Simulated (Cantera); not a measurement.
An isothermal, constant-pressure homogeneous reactor starts with CH4 : H2O = 1 : 1 (molar parts), at 1525 K and 420000 Pa. Integrator tolerance rtol = 1e-08.

Model: GRI-Mech 3.0 (53 species, 325 reactions), integrated in Cantera.

Question: What does this change do: H2O 1 to 0.4 parts?

Answer: 
| quantity | before | after |
|---|---|---|
| x(CH4) at 300 s | 0.0332 (gas-phase equilibrium 0.00256) | 0.189 (gas-phase equilibrium 0.189) |
| x(H2O) at 300 s | 0.0308 (gas-phase equilibrium 0.00228) | 1.16e-5 (gas-phase equilibrium 1.14e-5) |
| x(O2) at 300 s | <1e-12 (gas-phase equilibrium <1e-12) | <1e-12 (gas-phase equilibrium <1e-12) |
| x(H) at 300 s | 9.74e-6 (gas-phase equilibrium 1.00e-5) | 9.04e-6 (gas-phase equilibrium 9.04e-6) |
| x(C2H) at 300 s | 1.29e-11 (gas-phase equilibrium <1e-12) | 7.12e-10 (gas-phase equilibrium 7.12e-10) |
| x(HCO) at 300 s | 1.37e-8 (gas-phase equilibrium 1.53e-8) | 9.52e-9 (gas-phase equilibrium 9.52e-9) |
| x(C2H6) at 300 s | 5.84e-6 (gas-phase equilibrium 3.28e-8) | 0.000221 (gas-phase equilibrium 0.000221) |
GRI-Mech 3.0 stops at C3 and has no aromatics, soot or wall deposition, so with more carbon than oxygen in the feed, carbon stays in small species such as C2H2 where larger ones or solid carbon would form.

Question: What does this change do: pressure from 420000 Pa to 100000 Pa?

Answer: 
| quantity | before | after |
|---|---|---|
| x(CH4) at 300 s | 0.0332 (gas-phase equilibrium 0.00256) | 0.0203 (gas-phase equilibrium 0.000612) |
| x(H2O) at 300 s | 0.0308 (gas-phase equilibrium 0.00228) | 0.0235 (gas-phase equilibrium 0.000550) |
| x(O2) at 300 s | <1e-12 (gas-phase equilibrium <1e-12) | <1e-12 (gas-phase equilibrium <1e-12) |
| x(H) at 300 s | 9.74e-6 (gas-phase equilibrium 1.00e-5) | 2.02e-5 (gas-phase equilibrium 2.06e-5) |
| x(C2H) at 300 s | 1.29e-11 (gas-phase equilibrium <1e-12) | 1.59e-10 (gas-phase equilibrium <1e-12) |
| x(HCO) at 300 s | 1.37e-8 (gas-phase equilibrium 1.53e-8) | 6.86e-9 (gas-phase equilibrium 7.52e-9) |
| x(C2H6) at 300 s | 5.84e-6 (gas-phase equilibrium 3.28e-8) | 2.12e-6 (gas-phase equilibrium 1.87e-9) |
